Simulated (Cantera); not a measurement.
A closed system holds: 1 mol Si, 0.015 mol CO2, 6.4 mol N2, 1.9 mol H2O, at 1 atm.

These are equilibrium values from Cantera (NASA tables, ideal gas, pure condensed phases), not measurements of a reactor. Candidate condensed phases: C, C6H6, C7H8, C8H18, H2O, Si, SiC, SiO2, Si2N2O, Si3N4; 151 gas species. N2 is the only nitrogen source here; it is nearly inert below about 1500 K, so the nitride shown seldom forms there in practice. Mutual solubility and eutectic melting of coexisting phases are not modelled. The tables hold silica as quartz up to 1696 K and as liquid above; real silica turns to tridymite and cristobalite and melts near 1996 K. The numbers say what is thermodynamically allowed, not how fast it happens.

At 900 °C, list the 6 most abundant gas species with their mole fractions, and the condensed phases.

N2 0.769, H2 0.229, CO 0.00160, CH4 0.000206, H2O 6.58e-5, NH3 2.12e-5. Condensed: SiO2(β-quartz) + Si2N2O(s).
